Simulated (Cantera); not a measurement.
A freely propagating, adiabatic, planar premixed flame of H2 : O2 : N2 : H2O = 1 : 0.312 : 1.17 : 0.72 (molar parts), equivalence ratio 1.6, unburnt at 400 K and 0.350 bar; mixture-averaged transport, grid criteria slope 0.08 and curve 0.16, no radiation.

Detailed kinetics in Cantera: the H2/O2 subset of GRI-Mech 3.0, which has no nitrogen chemistry. Burning velocities carry a grid error of a few per cent, more on coarse grids.

### Question
Predict: laminar burning velocity; thermal thickness; peak x(OH); peak x(H2O2); peak x(H).

### Answer
```
Quantity                     Value
------------------------  --------
laminar burning velocity  264 cm/s
thermal thickness          1.19 mm
peak x(OH)                 0.00438
peak x(H2O2)               4.66e-5
peak x(H)                   0.0446
```
